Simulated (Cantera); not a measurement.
## Fluorocarbon and chlorocarbon gases: CF4 + H2

A closed system holds: 1 mol CF4, 3.5 mol H2, equilibrated at 2677 °C and 1.00 bar.

Cantera equilibrium calculation (NASA polynomials, part measured and part estimated; ideal gas, pure solids and liquids). Candidate condensed phases: C, C6H6, C7H8, C8H18; 95 gas species. Kinetics and transport are ignored.

```json
{
  "x(HF)": "0.702",
  "x(H2)": "0.220",
  "x(H)": "0.0634",
  "x(C2H2 (acetylene))": "0.0118",
  "x(F)": "0.00114",
  "x(C2H)": "0.000544",
  "x(C4H2)": "0.000265",
  "x(C3)": "0.000181",
  "x(CF)": "0.000119",
  "n(C(graphite))": "0.848 mol",
  "gas_amount": "5.687 mol"
}
```
